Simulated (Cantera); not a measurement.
Input: 1 mol SiO₂, 0.44 mol CH₄, 0.035 mol CO, equilibrated at 750 °C and 0.360 bar.

Cantera equilibrium calculation (NASA polynomials, part measured and part estimated; ideal gas, pure solids and liquids). Candidate condensed phases: C, C₆H₆, C₇H₈, C₈H₁₈, H₂O, Si, SiC, SiO₂; 123 gas species. Rates play no part.

Base state: H₂ 0.937, CO 0.0357, CH₄ 0.0237, H₂O 0.00329, CO₂ 0.000163 (mole fractions); condensed: C(graphite) + SiO₂(β-quartz).

**Question.** What changes in the equilibrium state with this change: pressure from 0.360 bar to 1 atm?

**Answer.** 
```csv
species,before,after
H₂,0.937,0.898
CH₄,0.0237,0.0612
CO,0.0357,0.0322
H₂O,0.00329,0.00799
CO₂,0.000163,0.000374
"C(graphite), mol",0.422,0.395
"SiO₂(β-quartz), mol",1.00,1.00
```

**Question.** What changes in the equilibrium state with this change: CO from 0.035 to 0.96 mol?

**Answer.** 
```json
[
 {"species": "CO", "before": "0.0357", "after": "0.472"},
 {"species": "H₂", "before": "0.937", "after": "0.471"},
 {"species": "CO₂", "before": "0.000163", "after": "0.0286"},
 {"species": "H₂O", "before": "0.00329", "after": "0.0219"},
 {"species": "CH₄", "before": "0.0237", "after": "0.00599"},
 {"species": "C(graphite), mol", "before": "0.422", "after": "0.518"},
 {"species": "SiO₂(β-quartz), mol", "before": "1.00", "after": "1.00"}
]
```

**Question.** What changes in the equilibrium state with this change: pressure from 0.360 bar to 1.80 mbar?

**Answer.** 
| species | before | after |
|---|---|---|
| H₂ | 0.937 | 0.962 |
| CO | 0.0357 | 0.0382 |
| CH₄ | 0.0237 | 0.000125 |
| H₂O | 0.00329 | 1.81e-5 |
| CO₂ | 0.000163 | 9.39e-7 |
| C(graphite), mol | 0.422 | 0.440 |
| SiO₂(β-quartz), mol | 1.00 | 1.00 |
